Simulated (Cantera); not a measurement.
**NO annealing gas**

An isothermal, constant-pressure homogeneous reactor starts with 63.3 % NO, 36.7 % N₂, at 1723 K and 13300 Pa.

Model: GRI-Mech 3.0 (53 species, 325 reactions), integrated in Cantera.

```tsv
t (s)	x NO	x N₂	x NO₂	x N₂O	x O	x O₂
2.00e-5	0.633	0.367	1.89e-9	1.20e-7	1.18e-7	3.23e-11
5.11e-5	0.633	0.367	1.21e-8	3.07e-7	2.95e-7	2.08e-10
0.000130	0.633	0.367	7.56e-8	7.82e-7	7.10e-7	1.31e-9
0.000333	0.633	0.367	4.41e-7	1.99e-6	1.57e-6	7.94e-9
0.000850	0.633	0.367	2.24e-6	5.02e-6	2.94e-6	4.71e-8
0.00217	0.633	0.367	8.90e-6	1.25e-5	4.43e-6	2.96e-7
0.00554	0.633	0.367	2.71e-5	2.99e-5	6.55e-6	2.18e-6
0.0141	0.633	0.367	6.34e-5	6.52e-5	1.02e-5	1.81e-5
0.0361	0.632	0.367	9.52e-5	0.000115	1.34e-5	0.000114
0.0922	0.632	0.368	0.000106	0.000147	1.48e-5	0.000446
0.235	0.630	0.368	0.000114	0.000149	1.57e-5	0.00134
0.601	0.625	0.371	0.000131	0.000147	1.75e-5	0.00363
1.53	0.614	0.377	0.000165	0.000140	2.13e-5	0.00939
3.92	0.585	0.391	0.000222	0.000126	2.85e-5	0.0235
10.0	0.521	0.423	0.000292	9.71e-5	4.00e-5	0.0556
```
x: mole fraction; the columns are a selection and need not sum to one.

Equilibrium at this temperature and pressure: NO 0.00362, N₂ 0.682, NO₂ 4.79e-6, N₂O 7.15e-8, O 8.79e-5, O₂ 0.315 (gas phase only).
